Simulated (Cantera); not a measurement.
Charge: 1 mol Cu, 4.2 mol F₂, 2.8 mol N₂, equilibrated at 1448.15 K and 0.00133 bar.

Equilibrium computed with Cantera from the NASA thermochemical tables; the gas is ideal and each condensed phase is pure. Candidate condensed phases: Cu, CuF₂; 11 gas species. Equilibrium is a limit: real reactors are often held back by kinetics, nucleation or transport.

Base state: F 0.627, N₂ 0.274, CuF₂ 0.0978, CuF 0.000244, F₂ 0.000114 (mole fractions); condensed: gas only.

Problem. What changes in the equilibrium state with this change: temperature from 1448.15 K to 648 K?

Solution. 
| species | before | after |
|---|---|---|
| N₂ | 0.274 | 0.456 |
| F₂ | 0.000114 | 0.272 |
| NF₃ | <1e-9 | 0.265 |
| F | 0.627 | 0.00670 |
| CuF₂ | 0.0978 | <1e-9 |
| CuF | 0.000244 | <1e-9 |
| CuF₂(s), mol | 0 | 1.00 |
